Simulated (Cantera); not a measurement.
Mixture: H2 : O2 : N2 = 1 : 1.14 : 4.27 (molar parts), equivalence ratio 0.44, at 1.30 bar, adiabatic and at constant pressure. Ignition delay is the time to a rise of 400 K.

Model: GRI-Mech 3.0 (53 species, 325 reactions), integrated in Cantera. Where the delays flatten at high temperature, the 400 K rule measures the pace of heat release, not the induction time.

Task: What does this change do: pressure from 1.30 bar to 13.0 bar?

Result: 
```
quantity          before     after
---------------  -------  --------
delay at 975 K   4.02 ms   21.5 ms
delay at 1125 K  65.3 µs  0.727 ms
delay at 1275 K  30.0 µs   10.6 µs
delay at 1425 K  20.5 µs   1.96 µs
```
The hydrogen kinetics of GRI-Mech 3.0 are dated; newer H2 mechanisms differ, most at raised pressure. The pressure lies above the range GRI-Mech 3.0 was tuned for (to about 10 atm).

Task: What does this change do: 0.59 parts NO added?

Result: 
```csv
quantity,before,after
delay at 975 K,4.02 ms,0.245 ms
delay at 1125 K,65.3 µs,62.3 µs
delay at 1275 K,30.0 µs,29.7 µs
delay at 1425 K,20.5 µs,19.5 µs
```
The mechanism lacks 2 NO + O2 → 2 NO2 and HONO, so NO2 and the effect of NO are under-described below about 1400 K.
